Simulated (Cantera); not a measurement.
A perfectly stirred reactor is fed with CH₄ : O₂ : N₂ = 1 : 1.33 : 5.01 (molar parts), equivalence ratio 1.5, at 1.00 bar; it is adiabatic with a 775 K inlet, and is followed from long to short residence time, starting on the burning branch (τ in s: 0.38, 0.11, 0.03, 0.0084, 0.0024, 0.00067, 0.00019, 5.3e-05, 1.5e-05).

Computed with Cantera and GRI-Mech 3.0 (53 species, 325 reactions).

### Question
What does this change do: O2 1.33 to 1.7 parts?

### Answer
```json
[
 {"quantity": "blow-out, bracketed by the residence times tried", "before": "burning at 0.190 ms, out at 53.0 µs", "after": "burning at 53.0 µs, out at 15.0 µs"},
 {"quantity": "x(CH₄) at τ = 0.380 s", "before": "1.28e-5", "after": "2.55e-7"},
 {"quantity": "x(O₂) at τ = 0.380 s", "before": "2.46e-5", "after": "0.00382"},
 {"quantity": "x(CO₂) at τ = 0.380 s", "before": "0.0359", "after": "0.0647"},
 {"quantity": "x(HCN) at τ = 0.380 s", "before": "2.51e-6", "after": "7.81e-8"},
 {"quantity": "x(NO₂) at τ = 0.380 s", "before": "1.61e-9", "after": "3.40e-7"},
 {"quantity": "x(CH₄) at τ = 2.40 ms", "before": "0.000329", "after": "2.90e-5"},
 {"quantity": "x(O₂) at τ = 2.40 ms", "before": "0.000828", "after": "0.00633"},
 {"quantity": "x(CO₂) at τ = 2.40 ms", "before": "0.0355", "after": "0.0623"},
 {"quantity": "x(HCN) at τ = 2.40 ms", "before": "0.000157", "after": "3.29e-6"},
 {"quantity": "x(NO₂) at τ = 2.40 ms", "before": "3.75e-9", "after": "1.34e-7"}
]
```
